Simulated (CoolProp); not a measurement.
Properties of carbonyl sulfide at several states.

The numbers come from the reference Helmholtz-energy equation of state, Lemmon 2006 in CoolProp. It is a short technical equation, of lower accuracy than the large ones.

```tsv
T (°C)	p (kPa)	phase	Z	expansivity (1/kK)	fugacity coefficient
5.55	66.1	gas	0.9911	3.689	0.9911
142.25	4150	gas	0.8147	4.570	0.8407
-48.05	33.8	gas	0.9910	4.575	0.9911
35.25	30200	liquid	0.6716	1.913	0.08814
38.35	54.7	gas	0.9948	3.262	0.9948
94.55	38.9	gas	0.9978	2.738	0.9978
```
